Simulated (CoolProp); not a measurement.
500 sccm (0 °C, 1 atm) of nitrogen bubbles through liquid octamethyltrisiloxane (MDM) at 302.3 K and leaves saturated at a total pressure of 0.01 MPa (ideal gas phase). Each further row changes one setting.

Values from CoolProp's reference Helmholtz-energy equation of state, Thol 2017.

| case | vapour pressure (kPa) | mole fraction of vapour | delivery (mg/min) | delivery (sccm) | change of delivery for a bath 1 K warmer (%) |
|---|---|---|---|---|---|
| as stated | 0.652 | 0.0652 | 368 | 34.9 | 7.0 |
| bath temperature 307.3 K | 0.889 | 0.0889 | 515 | 48.8 | 6.9 |
| total pressure 0.02 MPa | 0.652 | 0.0326 | 178 | 16.9 | 6.7 |
